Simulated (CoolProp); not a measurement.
Vapour-liquid equilibrium of cyclopropane (1) + R134a (2) at 567 kPa; x and y are mole fractions of (1).

Model: multi-fluid Helmholtz-energy mixture model, Polt 1992 and Tillner-Roth 1994; pair parameters Bell 2016, in CoolProp. This equation is an older, rougher fit; its heat capacities, sound speeds and derivatives of the liquid may be far off and weren't checked against measurements.

```
x     bubble temperature, mixture model (K)  bubble temperature, Raoult's law (K)  y, mixture model  y, Raoult's law
----  -------------------------------------  ------------------------------------  ----------------  ---------------
0.05                                  289.8                                 292.7             0.123            0.055
0.2                                   284.0                                 292.2             0.353            0.217
0.35                                  281.5                                 291.7             0.470            0.374
0.5                                   280.6                                 291.1             0.543            0.526
0.65                                  280.6                                 290.6             0.605            0.674
0.8                                   281.8                                 290.1             0.692            0.817
0.95                                  286.2                                 289.5             0.879            0.955
```

The largest gap from Raoult's law is -10.5 K in bubble temperature, at x = 0.5. y crosses x between x = 0.5 and 0.65: the model has an azeotrope there.

Pair parameters are fitted to limited data, so mixtures are less certain than the pure fluids.
